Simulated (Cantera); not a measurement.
**Diamond growth**

A diamond (100) surface in a fixed gas of H2 with x(CH4) = 0.011, x(H) = 0.00087, x(CH3) = 0.00062, at 1125 K; coverages are run to steady state.

Cantera simulation using the Harris–Goodwin 1993 mechanism for the reconstructed diamond (100) surface; the numbers are that mechanism's predictions, not measurements.

| P (Pa) | growth (µm/h) | θ c6HH | θ c6H* | θ c6*H | θ c6** | θ c6HM |
|---|---|---|---|---|---|---|
| 400 | 0.110 | 0.503 | 0.0294 | 0.441 | 0.0147 | 0.00452 |
| 660 | 0.221 | 0.501 | 0.0293 | 0.439 | 0.0147 | 0.00732 |
| 1100 | 0.473 | 0.498 | 0.0291 | 0.436 | 0.0146 | 0.0118 |
| 1800 | 1.03 | 0.493 | 0.0288 | 0.431 | 0.0144 | 0.0185 |
| 3000 | 2.35 | 0.485 | 0.0283 | 0.424 | 0.0141 | 0.0286 |
| 5000 | 5.37 | 0.475 | 0.0277 | 0.414 | 0.0138 | 0.0425 |
| 8200 | 11.7 | 0.462 | 0.0269 | 0.402 | 0.0134 | 0.0594 |
| 14000 | 26.0 | 0.447 | 0.0259 | 0.387 | 0.0129 | 0.0799 |
θ: site fractions in the mechanism's names (c6HH fully hydrogenated, c6H* and c6*H radical sites, c6** diradical, c6HM methylated).
